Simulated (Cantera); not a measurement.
Input: 1 mol Si, 0.97 mol Cl2, 5 mol H2, held at 1.10 bar.

These are equilibrium values from Cantera (NASA tables, ideal gas, pure condensed phases), not measurements of a reactor. Candidate condensed phases: Si; 19 gas species. The numbers say what is thermodynamically allowed, not how fast it happens.

Question: What share of the Si ends up in condensed phases as a function of T (°C), at 352, 452, 552, 652, 752, 852, 952, 1052, 1152, 1252, 1352?

Answer: 
| T (°C) | Si condensed (%) | as |
|---|---|---|
| 352 | 45.1 | Si(s) |
| 452 | 45.3 | Si(s) |
| 552 | 45.6 | Si(s) |
| 652 | 46.2 | Si(s) |
| 752 | 47.2 | Si(s) |
| 852 | 48.7 | Si(s) |
| 952 | 50.4 | Si(s) |
| 1052 | 51.5 | Si(s) |
| 1152 | 51.0 | Si(s) |
| 1252 | 49.1 | Si(s) |
| 1352 | 47.0 | Si(s) |
